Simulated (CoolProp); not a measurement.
A single-stage vapour-compression cycle with R507A: evaporating at 224.15 K (dew point), condensing at 266.15 K (bubble point), superheat 0 K, subcooling 2 K, compressor efficiency 0.9, no pressure losses. Each further row changes one setting.

The numbers come from the reference Helmholtz-energy equation of state, Lemmon 2003 in CoolProp. It is a pseudo-pure fit of the blend.

```tsv
case	cooling COP	pressure ratio	discharge temperature (K)	refrigerating effect (kJ/kg)	volumetric capacity (kJ/m³)
as stated	4.01	5.48	279.6	147	740
evaporating temperature 229.15 K	4.76	4.31	277.3	150	946
condensing temperature 261.15 K	4.68	4.62	273.6	154	773
subcooling 7 K	4.19	5.48	279.6	153	773
superheat 10 K	4.01	5.48	289.9	155	740
compressor efficiency 0.8	3.56	5.48	284.5	147	740
```
